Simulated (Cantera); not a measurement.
A closed system holds: 1 mol SiH₂Cl₂, 0.12 mol O₂, 2 mol N₂, held at 13300 Pa.

Equilibrium computed with Cantera from the NASA thermochemical tables; the gas is ideal and each condensed phase is pure. Candidate condensed phases: H₂O, NH₄Cl, Si, SiO₂, Si₂N₂O, Si₃N₄; 47 gas species. N₂ is the only nitrogen source here; it is nearly inert below about 1500 K, so the nitride shown seldom forms there in practice. Mutual solubility and eutectic melting of coexisting phases are not modelled. The tables' values for SiCl₃ are old estimates; treat these amounts as uncertain. The numbers say what is thermodynamically allowed, not how fast it happens.

### Question
At 1423 K, list the 4 most abundant gas species with their mole fractions, and the condensed phases.

### Answer
N₂ 0.468, HCl 0.328, H₂ 0.132, SiCl₄ 0.0540. Condensed: Si₂N₂O(s) + Si₃N₄(s).
